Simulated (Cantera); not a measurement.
Stirred combustor or abatement burner

A perfectly stirred reactor is fed with 5.10 % CH4, 2.50 % H2, 19.4 % O2, 73.0 % N2, at 1.01 bar; it is adiabatic with a 550 K inlet, and is followed from long to short residence time, starting on the burning branch (τ in s: 0.4, 0.14, 0.046, 0.016, 0.0053, 0.0018, 0.00061, 0.00021, 7e-05, 2.4e-05, 8e-06).

Model: GRI-Mech 3.0 (53 species, 325 reactions), integrated in Cantera.

```json
[
 {"τ (s)": "0.40", "T (K)": "1863", "x CH4": "2.45e-6", "x H2": "7.25e-5", "x O2": "0.0806", "x HO2": "1.03e-6", "x CO2": "0.0515", "x N2O": "2.45e-7"},
 {"τ (s)": "0.14", "T (K)": "1861", "x CH4": "5.38e-6", "x H2": "0.000116", "x O2": "0.0806", "x HO2": "1.30e-6", "x CO2": "0.0514", "x N2O": "3.40e-7"},
 {"τ (s)": "0.046", "T (K)": "1855", "x CH4": "1.13e-5", "x H2": "0.000218", "x O2": "0.0806", "x HO2": "2.02e-6", "x CO2": "0.0511", "x N2O": "4.85e-7"},
 {"τ (s)": "0.016", "T (K)": "1845", "x CH4": "2.22e-5", "x H2": "0.000418", "x O2": "0.0806", "x HO2": "3.47e-6", "x CO2": "0.0506", "x N2O": "5.83e-7"},
 {"τ (s)": "0.0053", "T (K)": "1826", "x CH4": "4.47e-5", "x H2": "0.000820", "x O2": "0.0808", "x HO2": "6.44e-6", "x CO2": "0.0494", "x N2O": "5.67e-7"},
 {"τ (s)": "0.0018", "T (K)": "1792", "x CH4": "9.14e-5", "x H2": "0.00152", "x O2": "0.0815", "x HO2": "1.17e-5", "x CO2": "0.0474", "x N2O": "4.72e-7"},
 {"τ (s)": "0.00061", "T (K)": "1737", "x CH4": "0.000204", "x H2": "0.00265", "x O2": "0.0831", "x HO2": "2.04e-5", "x CO2": "0.0437", "x N2O": "3.66e-7"},
 {"τ (s)": "0.00021", "T (K)": "1650", "x CH4": "0.000542", "x H2": "0.00431", "x O2": "0.0871", "x HO2": "3.55e-5", "x CO2": "0.0369", "x N2O": "2.68e-7"},
 {"τ (s)": "7.0e-5", "T (K)": "550", "x CH4": "0.0510", "x H2": "0.0250", "x O2": "0.194", "x HO2": "<1e-12", "x CO2": "<1e-12", "x N2O": "<1e-12"},
 {"τ (s)": "2.4e-5", "T (K)": "550", "x CH4": "0.0510", "x H2": "0.0250", "x O2": "0.194", "x HO2": "<1e-12", "x CO2": "<1e-12", "x N2O": "<1e-12"},
 {"τ (s)": "8.0e-6", "T (K)": "550", "x CH4": "0.0510", "x H2": "0.0250", "x O2": "0.194", "x HO2": "<1e-12", "x CO2": "<1e-12", "x N2O": "<1e-12"}
]
```
x: mole fraction; the columns are a selection and need not sum to one.
